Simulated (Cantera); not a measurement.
# Thermodynamics of aluminium and copper etching, feed Cu + F₂

Input: 1 mol Cu, 5.8 mol F₂.

Equilibrium computed with Cantera from the NASA thermochemical tables; the gas is ideal and each condensed phase is pure. Candidate condensed phases: Cu, CuF₂; 6 gas species. Rates play no part.

Stable condensed phases:

```
T in K \ P in Pa
              1    3.6     13     46    170    600   2200   7700  28000 100000
   1248       A      A      A      A      A      A      A      B      B      B
   1223       A      A      A      A      A      A      B      B      B      B
   1198       A      A      A      A      A      A      B      B      B      B
   1173       A      A      A      A      A      A      B      B      B      B
   1148       A      A      A      A      A      B      B      B      B      B
   1123       A      A      A      A      A      B      B      B      B      B
   1098       A      A      A      A      A      B      B      B      B      B
   1073       A      A      A      A      B      B      B      B      B      B
   1048       A      A      A      A      B      B      B      B      B      B
```

A: gas only; B: CuF₂.
